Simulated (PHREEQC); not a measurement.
**Leach liquor (model solution)**

Make-up at 25 °C: 0.091 mol H2SO4, 0.066 mol CuSO4 and 0.084 mol Fe2(SO4)3 per kg of water. Closed to the air; pH follows from the charge balance.

Computed with PHREEQC (ion-association model, phreeqc.dat).

Precipitation was switched off in this run.

### Question
Predict the pH, ionic strength.

### Answer
pH 1.37; ionic strength 0.454 mol/kgw.

### Question
In which forms is Fe present?

### Answer
FeSO4+ 60 %, Fe(SO4)2- 21 %, FeHSO4+2 16 %, Fe+3 2.3 % of the Fe.

The solution is supersaturated, for example in Hematite (slow to form), Goethite (slow to form), so a real one may precipitate; this is no full list.
